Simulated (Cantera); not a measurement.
**Diamond growth**

A diamond (100) surface in a fixed gas of H2 with x(CH4) = 0.0029, x(H) = 0.00086, x(CH3) = 0.00042, at 1200 K; coverages are run to steady state.

Cantera simulation using the Harris–Goodwin 1993 mechanism for the reconstructed diamond (100) surface; the numbers are that mechanism's predictions, not measurements.

| P (Pa) | growth (µm/h) | θ c6HH | θ c6H* | θ c6*H | θ c6** | θ c6HM |
|---|---|---|---|---|---|---|
| 510 | 0.108 | 0.467 | 0.0368 | 0.471 | 0.0201 | 0.000677 |
| 810 | 0.188 | 0.467 | 0.0368 | 0.471 | 0.0201 | 0.00108 |
| 1300 | 0.336 | 0.466 | 0.0368 | 0.471 | 0.0200 | 0.00174 |
| 2100 | 0.623 | 0.465 | 0.0367 | 0.470 | 0.0199 | 0.00279 |
| 3300 | 1.15 | 0.464 | 0.0366 | 0.468 | 0.0199 | 0.00431 |
| 5300 | 2.28 | 0.462 | 0.0364 | 0.466 | 0.0198 | 0.00674 |
| 8500 | 4.69 | 0.460 | 0.0362 | 0.463 | 0.0196 | 0.0104 |
| 14000 | 10.3 | 0.456 | 0.0359 | 0.459 | 0.0194 | 0.0159 |
θ: site fractions in the mechanism's names (c6HH fully hydrogenated, c6H* and c6*H radical sites, c6** diradical, c6HM methylated).
